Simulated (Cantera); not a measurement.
Cantera run, input and output.

```python
import numpy as np
import cantera as ct

gas = ct.Solution("gri30.yaml")
gas.TPX = 1298, 8800, {'N2O': 1}
inlet = ct.Reservoir(gas, clone=True)

reactor = ct.IdealGasConstPressureReactor(gas, energy="off", clone=False)
exhaust = ct.Reservoir(gas, clone=True)
tau = [0.3, 0.18, 0.11, 0.067, 0.041, 0.025, 0.015, 0.009, 0.0054, 0.0033][0]
for a, b in ((inlet, reactor), (reactor, exhaust)):
    ct.MassFlowController(a, b, mdot=lambda t: reactor.mass / tau)
net = ct.ReactorNet([reactor])
show = ['N2O', 'NO', 'O', 'O2', 'NO2', 'N2']

rows = []
print(f"{'tau/s':>10s}{'T/K':>9s}" + "".join(f"{s:>11s}" for s in show))
for tau in [0.3, 0.18, 0.11, 0.067, 0.041, 0.025, 0.015, 0.009, 0.0054, 0.0033]:
    net.initial_time = 0.0
    net.advance(30 * tau)
    before = gas.X
    net.advance(40 * tau)
    drift = np.max(np.abs(gas.X - before) / (gas.X + 1e-9))
    rows.append([gas.T, *gas[show].X, drift])
    print(f"{tau:10.3e}{gas.T:9.1f}" + "".join(f"{x:11.3e}" for x in gas[show].X))
```

Result:

```
     tau/s      T/K        N2O         NO          O         O2        NO2         N2
 3.000e-01   1298.0  8.811e-01  1.167e-02  7.385e-06  3.379e-02  8.632e-06  7.343e-02
 1.800e-01   1298.0  9.250e-01  7.364e-03  7.395e-06  2.129e-02  5.022e-06  4.629e-02
 1.100e-01   1298.0  9.528e-01  4.639e-03  7.400e-06  1.341e-02  2.831e-06  2.914e-02
 6.700e-02   1298.0  9.707e-01  2.879e-03  7.402e-06  8.318e-03  1.502e-06  1.809e-02
 4.100e-02   1298.0  9.819e-01  1.782e-03  7.400e-06  5.147e-03  7.536e-07  1.119e-02
 2.500e-02   1298.0  9.889e-01  1.094e-03  7.396e-06  3.159e-03  3.526e-07  6.872e-03
 1.500e-02   1298.0  9.933e-01  6.585e-04  7.387e-06  1.901e-03  1.510e-07  4.140e-03
 9.000e-03   1298.0  9.960e-01  3.954e-04  7.371e-06  1.141e-03  6.113e-08  2.488e-03
 5.400e-03   1298.0  9.976e-01  2.368e-04  7.345e-06  6.835e-04  2.368e-08  1.493e-03
 3.300e-03   1298.0  9.985e-01  1.440e-04  7.303e-06  4.157e-04  9.193e-09  9.107e-04
```

Computed with Cantera and GRI-Mech 3.0 (53 species, 325 reactions). GRI-Mech 3.0 was tuned for natural gas; its chemistry of N2O as a main component is partial and can be far from experiment. The mechanism lacks the step 2 NO + O2 → 2 NO2, which can matter for NO2 below about 1400 K. The temperature is held fixed by assumption; the heat of reaction is taken as removed at once.
